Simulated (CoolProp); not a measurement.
Toluene along the isobar 16.7 MPa: fugacity coefficient from the reference equation and from simpler models built on Tc = 591.7 K, pc = 4.126 MPa, ω = 0.266; each cubic takes its own stable root.

The numbers come from the reference Helmholtz-energy equation of state, Lemmon 2006 in CoolProp. It is a short technical equation, of lower accuracy than the large ones.

| T (K) | phase | reference | Soave-Redlich-Kwong | Peng-Robinson |
|---|---|---|---|---|
| 485.8 | liquid | 0.07957 | 0.08751 | 0.08015 |
| 495.3 | liquid | 0.09077 | 0.1001 | 0.09161 |
| 504.8 | liquid | 0.1028 | 0.1136 | 0.1040 |
| 514.2 | liquid | 0.1156 | 0.1280 | 0.1171 |
| 523.7 | liquid | 0.1293 | 0.1434 | 0.1312 |
| 533.2 | liquid | 0.1438 | 0.1598 | 0.1462 |
| 542.6 | liquid | 0.1588 | 0.1769 | 0.1618 |
| 552.1 | liquid | 0.1748 | 0.1949 | 0.1784 |
